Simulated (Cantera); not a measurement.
**Equilibrium for iron carbonyl, mercury and lead vapours: PbO + H2**

Input: 1 mol PbO, 85 mol H2, equilibrated at 0.133 bar.

Cantera equilibrium calculation (NASA polynomials, part measured and part estimated; ideal gas, pure solids and liquids). Candidate condensed phases: H2O, Pb, PbO, PbO2, Pb3O4; 12 gas species. Equilibrium is a limit: real reactors are often held back by kinetics, nucleation or transport.

```json
[
 {"T (°C)": "227", "x H2": "0.988", "x H2O": "0.0118", "x Pb": "<1e-12", "x H": "<1e-12", "x Pb2": "<1e-12", "n Pb(s)": "1.00", "n Pb(l)": "0"},
 {"T (°C)": "377", "x H2": "0.988", "x H2O": "0.0118", "x Pb": "7.02e-10", "x H": "<1e-12", "x Pb2": "<1e-12", "n Pb(s)": "0", "n Pb(l)": "1.00"},
 {"T (°C)": "527", "x H2": "0.988", "x H2O": "0.0118", "x Pb": "4.61e-7", "x H": "7.89e-12", "x Pb2": "<1e-12", "n Pb(s)": "0", "n Pb(l)": "1.000"},
 {"T (°C)": "677", "x H2": "0.988", "x H2O": "0.0118", "x Pb": "3.77e-5", "x H": "1.51e-9", "x Pb2": "5.40e-11", "n Pb(s)": "0", "n Pb(l)": "0.997"},
 {"T (°C)": "827", "x H2": "0.987", "x H2O": "0.0118", "x Pb": "0.000909", "x H": "7.04e-8", "x Pb2": "1.11e-8", "n Pb(s)": "0", "n Pb(l)": "0.923"},
 {"T (°C)": "977", "x H2": "0.978", "x H2O": "0.0116", "x Pb": "0.0100", "x H": "1.31e-6", "x Pb2": "6.09e-7", "n Pb(s)": "0", "n Pb(l)": "0.139"},
 {"T (°C)": "1127", "x H2": "0.977", "x H2O": "0.0116", "x Pb": "0.0116", "x H": "1.32e-5", "x Pb2": "4.37e-7", "n Pb(s)": "0", "n Pb(l)": "0"},
 {"T (°C)": "1277", "x H2": "0.977", "x H2O": "0.0116", "x Pb": "0.0116", "x H": "8.52e-5", "x Pb2": "2.62e-7", "n Pb(s)": "0", "n Pb(l)": "0"}
]
```
x: gas mole fraction; n: condensed amount in mol.

At 227 °C the condensed part is Pb(s). From 377 °C to 977 °C the condensed part is Pb(l). From 1127 °C to 1277 °C nothing is condensed.
